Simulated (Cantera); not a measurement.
## Premixed flame

A freely propagating, adiabatic, planar premixed flame of CO : H2 : O2 : N2 = 1 : 0.037 : 0.524 : 1.94 (molar parts), equivalence ratio 0.99, unburnt at 500 K and 5.00 bar; unity-Lewis-number transport, grid criteria slope 0.08 and curve 0.16, no radiation.

Model: GRI-Mech 3.0 (53 species, 325 reactions), integrated in Cantera. The hydrogen kinetics of GRI-Mech 3.0 are dated; newer H2 mechanisms differ, most at raised pressure. Unity Lewis numbers drop preferential diffusion, which matters most where H2 and H carry the flame. Burning velocities carry a grid error of a few per cent, more on coarse grids.

```json
[
 {"z (mm)": "-0.461", "T (K)": "500", "u (m/s)": "0.513", "x CO": "0.286", "x H2": "0.0106", "x O2": "0.150", "x CO2": "1.84e-6", "x NO2": "<1e-8", "x O": "<1e-8"},
 {"z (mm)": "-0.307", "T (K)": "500", "u (m/s)": "0.513", "x CO": "0.286", "x H2": "0.0106", "x O2": "0.150", "x CO2": "3.40e-5", "x NO2": "<1e-8", "x O": "<1e-8"},
 {"z (mm)": "-0.230", "T (K)": "502", "u (m/s)": "0.514", "x CO": "0.285", "x H2": "0.0106", "x O2": "0.150", "x CO2": "0.000162", "x NO2": "2.23e-8", "x O": "<1e-8"},
 {"z (mm)": "-0.154", "T (K)": "512", "u (m/s)": "0.525", "x CO": "0.285", "x H2": "0.0105", "x O2": "0.149", "x CO2": "0.00119", "x NO2": "1.59e-7", "x O": "<1e-8"},
 {"z (mm)": "-0.0768", "T (K)": "663", "u (m/s)": "0.674", "x CO": "0.272", "x H2": "0.00915", "x O2": "0.142", "x CO2": "0.0165", "x NO2": "1.53e-6", "x O": "3.18e-6"},
 {"z (mm)": "-0.0384", "T (K)": "1004", "u (m/s)": "1.000", "x CO": "0.240", "x H2": "0.00590", "x O2": "0.124", "x CO2": "0.0543", "x NO2": "8.46e-7", "x O": "0.000306"},
 {"z (mm)": "0", "T (K)": "1484", "u (m/s)": "1.43", "x CO": "0.181", "x H2": "0.00127", "x O2": "0.0903", "x CO2": "0.122", "x NO2": "1.51e-7", "x O": "0.00559"},
 {"z (mm)": "0.0384", "T (K)": "1799", "u (m/s)": "1.70", "x CO": "0.135", "x H2": "0.000634", "x O2": "0.0642", "x CO2": "0.175", "x NO2": "1.75e-7", "x O": "0.0108"},
 {"z (mm)": "0.0768", "T (K)": "1973", "u (m/s)": "1.84", "x CO": "0.111", "x H2": "0.000681", "x O2": "0.0525", "x CO2": "0.202", "x NO2": "2.09e-7", "x O": "0.0104"},
 {"z (mm)": "0.154", "T (K)": "2148", "u (m/s)": "1.98", "x CO": "0.0911", "x H2": "0.000606", "x O2": "0.0436", "x CO2": "0.227", "x NO2": "2.93e-7", "x O": "0.00716"},
 {"z (mm)": "0.307", "T (K)": "2295", "u (m/s)": "2.09", "x CO": "0.0736", "x H2": "0.000474", "x O2": "0.0361", "x CO2": "0.248", "x NO2": "4.28e-7", "x O": "0.00426"},
 {"z (mm)": "0.615", "T (K)": "2411", "u (m/s)": "2.18", "x CO": "0.0588", "x H2": "0.000364", "x O2": "0.0293", "x CO2": "0.266", "x NO2": "5.69e-7", "x O": "0.00251"},
 {"z (mm)": "1.23", "T (K)": "2490", "u (m/s)": "2.23", "x CO": "0.0479", "x H2": "0.000289", "x O2": "0.0242", "x CO2": "0.279", "x NO2": "6.89e-7", "x O": "0.00159"}
]
```
x: mole fraction of selected species; z is measured from the peak of heat release.

laminar burning velocity: 51.3 cm/s
thermal thickness: 0.154 mm
peak x(O): 0.0110
grid points: 119
